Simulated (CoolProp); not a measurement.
Nitrous oxide along the isobar 8250 kPa: fugacity coefficient from the reference equation and from simpler models built on Tc = 309.5 K, pc = 7245 kPa, ω = 0.161; each cubic takes its own stable root.

Model: reference Helmholtz-energy equation of state, Lemmon 2006, in CoolProp. It is a short technical equation, of lower accuracy than the large ones.

| T (K) | phase | reference |
|---|---|---|
| 308.3 | liquid | 0.5857 |
| 320.5 | supercritical | 0.6600 |
| 332.8 | supercritical | 0.7044 |
| 345.1 | supercritical | 0.7395 |
| 357.4 | supercritical | 0.7688 |
| 369.7 | supercritical | 0.7940 |
| 382 | supercritical | 0.8159 |
| 394.3 | supercritical | 0.8352 |
| 406.6 | supercritical | 0.8522 |
| 418.9 | supercritical | 0.8672 |
| 431.2 | supercritical | 0.8807 |
| 443.5 | supercritical | 0.8927 |
| 455.8 | supercritical | 0.9036 |
| 468.1 | supercritical | 0.9133 |

Task: How far does each simpler model (Redlich-Kwong, Peng-Robinson) lie from the reference over these 14 states: mean and median of the absolute difference, and the worst?

Result: 
- Redlich-Kwong: mean 1.1 %, median 1.2 %, worst +1.9 % at 308.3 K and 8250 kPa
- Peng-Robinson: mean 2.0 %, median 2.0 %, worst -2.7 % at 320.5 K and 8250 kPa
